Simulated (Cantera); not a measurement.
**BCl₃ + NH₃ (boron, boron nitride and boron oxide)**

Feed: 1 mol BCl₃, a varied amount of NH₃, at 27.0 Pa.

Cantera equilibrium calculation (NASA polynomials, part measured and part estimated; ideal gas, pure solids and liquids). Candidate condensed phases: B, BN, NH₄Cl; 21 gas species. The tables' values for BCl₂ are old estimates. Rates play no part.

Stable condensed phases:

```
T in °C \ n(NH₃) in mol
         0.21 0.25 0.31 0.39 0.48 0.59 0.72 0.89  1.1
   2000     A    A    A    A    A    A    A    A    A
   1950     A    A    A    A    A    A    A    A    A
   1900     A    A    A    A    A    A    A    A    A
   1850     A    A    A    A    A    A    A    A    A
   1800     A    A    A    A    A    A    A    A    A
   1750     A    A    A    A    A    A    A    A    A
   1700     A    A    A    A    A    A    A    A    A
   1650     A    A    A    A    A    A    A    A    A
   1600     A    A    A    A    A    A    A    A    A
   1550     A    A    A    A    A    A    A    B    B
   1500     A    A    A    A    B    B    B    B    B
   1450     A    B    B    B    B    B    B    B    B
```

A: gas only; B: BN.
